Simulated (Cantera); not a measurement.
A perfectly stirred reactor is fed with H₂ : O₂ = 0.48 : 1 (molar parts), at 320 Pa; it is held at 1448 K, and followed from long to short residence time.

Cantera simulation using GRI-Mech 3.0 (53 species, 325 reactions); the numbers are that mechanism's predictions, not measurements. Radical loss at walls, strong at low pressure, is not modelled. The temperature is held fixed by assumption; the heat of reaction is taken as removed at once.

One state of this run: x H₂ = 0.0280; x O₂ = 0.500; x O = 0.104; x H = 0.112; x OH = 0.0266; x HO₂ = 1.37e-6; x H₂O = 0.229. x: mole fraction; the columns are a selection and need not sum to one.

### Question
Which value of τ (s) does it belong to?
A. 1.4
B. 3.5
C. 0.012
D. 9.0

### Answer
C, 0.012
